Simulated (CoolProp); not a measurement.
Vapour-liquid equilibrium of 1-butene (1) + n-butane (2) at 680 kPa; x and y are mole fractions of (1).

Model: multi-fluid Helmholtz-energy mixture model, Lemmon 2005 and Bücker 2006; pair parameters Bell 2016, in CoolProp.

```json
[
 {"x": "0.05", "bubble temperature (°C)": "62.2", "y at the bubble point": "0.058", "dew temperature at overall composition x (°C)": "62.3", "liquid density (mol/L)": "9.077"},
 {"x": "0.125", "bubble temperature (°C)": "61.6", "y at the bubble point": "0.143", "dew temperature at overall composition x (°C)": "61.7", "liquid density (mol/L)": "9.129"},
 {"x": "0.2", "bubble temperature (°C)": "60.9", "y at the bubble point": "0.227", "dew temperature at overall composition x (°C)": "61.1", "liquid density (mol/L)": "9.181"},
 {"x": "0.275", "bubble temperature (°C)": "60.3", "y at the bubble point": "0.308", "dew temperature at overall composition x (°C)": "60.6", "liquid density (mol/L)": "9.234"},
 {"x": "0.35", "bubble temperature (°C)": "59.7", "y at the bubble point": "0.387", "dew temperature at overall composition x (°C)": "60.0", "liquid density (mol/L)": "9.287"},
 {"x": "0.425", "bubble temperature (°C)": "59.1", "y at the bubble point": "0.464", "dew temperature at overall composition x (°C)": "59.4", "liquid density (mol/L)": "9.340"},
 {"x": "0.5", "bubble temperature (°C)": "58.5", "y at the bubble point": "0.539", "dew temperature at overall composition x (°C)": "58.8", "liquid density (mol/L)": "9.393"},
 {"x": "0.575", "bubble temperature (°C)": "57.9", "y at the bubble point": "0.611", "dew temperature at overall composition x (°C)": "58.2", "liquid density (mol/L)": "9.447"},
 {"x": "0.65", "bubble temperature (°C)": "57.4", "y at the bubble point": "0.682", "dew temperature at overall composition x (°C)": "57.6", "liquid density (mol/L)": "9.501"},
 {"x": "0.725", "bubble temperature (°C)": "56.9", "y at the bubble point": "0.752", "dew temperature at overall composition x (°C)": "57.1", "liquid density (mol/L)": "9.556"},
 {"x": "0.8", "bubble temperature (°C)": "56.4", "y at the bubble point": "0.820", "dew temperature at overall composition x (°C)": "56.6", "liquid density (mol/L)": "9.611"},
 {"x": "0.875", "bubble temperature (°C)": "56.0", "y at the bubble point": "0.888", "dew temperature at overall composition x (°C)": "56.1", "liquid density (mol/L)": "9.667"},
 {"x": "0.95", "bubble temperature (°C)": "55.6", "y at the bubble point": "0.955", "dew temperature at overall composition x (°C)": "55.6", "liquid density (mol/L)": "9.724"}
]
```

No azeotrope shows between x = 0.05 and 0.95.

Pair parameters are fitted to limited data, so mixtures are less certain than the pure fluids.
